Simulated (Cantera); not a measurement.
# Thermodynamics of calcination and drying, feed Mg(OH)2 + H2O

Feed: 1 mol Mg(OH)2, 0.31 mol H2O, at 10.0 mbar.

Equilibrium computed with Cantera from the NASA thermochemical tables; the gas is ideal and each condensed phase is pure. Candidate condensed phases: H2O, Mg, MgO, Mg(OH)2; 15 gas species. Rates play no part.

```json
[
 {"T (°C)": "875", "x H2O": "1.000", "x H2": "1.52e-5", "x O2": "7.32e-6", "x OH": "1.10e-6", "x H": "2.79e-9", "x O": "2.15e-10", "n MgO(s)": "1.00"},
 {"T (°C)": "950", "x H2O": "1.000", "x H2": "4.42e-5", "x O2": "2.11e-5", "x OH": "4.07e-6", "x H": "2.00e-8", "x O": "1.86e-9", "n MgO(s)": "1.00"},
 {"T (°C)": "1025", "x H2O": "1.000", "x H2": "0.000114", "x O2": "5.38e-5", "x OH": "1.30e-5", "x H": "1.14e-7", "x O": "1.25e-8", "n MgO(s)": "1.00"},
 {"T (°C)": "1100", "x H2O": "1.000", "x H2": "0.000266", "x O2": "0.000124", "x OH": "3.64e-5", "x H": "5.43e-7", "x O": "6.86e-8", "n MgO(s)": "1.00"},
 {"T (°C)": "1175", "x H2O": "0.999", "x H2": "0.000569", "x O2": "0.000262", "x OH": "9.19e-5", "x H": "2.20e-6", "x O": "3.16e-7", "n MgO(s)": "1.00"},
 {"T (°C)": "1250", "x H2O": "0.998", "x H2": "0.00113", "x O2": "0.000513", "x OH": "0.000212", "x H": "7.77e-6", "x O": "1.25e-6", "n MgO(s)": "1.00"},
 {"T (°C)": "1325", "x H2O": "0.996", "x H2": "0.00210", "x O2": "0.000943", "x OH": "0.000450", "x H": "2.44e-5", "x O": "4.35e-6", "n MgO(s)": "1.000"},
 {"T (°C)": "1400", "x H2O": "0.994", "x H2": "0.00370", "x O2": "0.00164", "x OH": "0.000895", "x H": "6.93e-5", "x O": "1.35e-5", "n MgO(s)": "1.000"},
 {"T (°C)": "1475", "x H2O": "0.989", "x H2": "0.00621", "x O2": "0.00271", "x OH": "0.00167", "x H": "0.000180", "x O": "3.82e-5", "n MgO(s)": "1.000"},
 {"T (°C)": "1550", "x H2O": "0.982", "x H2": "0.00997", "x O2": "0.00430", "x OH": "0.00297", "x H": "0.000433", "x O": "9.89e-5", "n MgO(s)": "1.000"},
 {"T (°C)": "1625", "x H2O": "0.972", "x H2": "0.0154", "x O2": "0.00656", "x OH": "0.00501", "x H": "0.000969", "x O": "0.000238", "n MgO(s)": "1.000"},
 {"T (°C)": "1700", "x H2O": "0.957", "x H2": "0.0228", "x O2": "0.00965", "x OH": "0.00811", "x H": "0.00204", "x O": "0.000533", "n MgO(s)": "1.000"},
 {"T (°C)": "1775", "x H2O": "0.935", "x H2": "0.0328", "x O2": "0.0138", "x OH": "0.0126", "x H": "0.00406", "x O": "0.00112", "n MgO(s)": "1.000"}
]
```
x: gas mole fraction; n: condensed amount in mol.

From 875 °C to 1775 °C the condensed part is MgO(s).
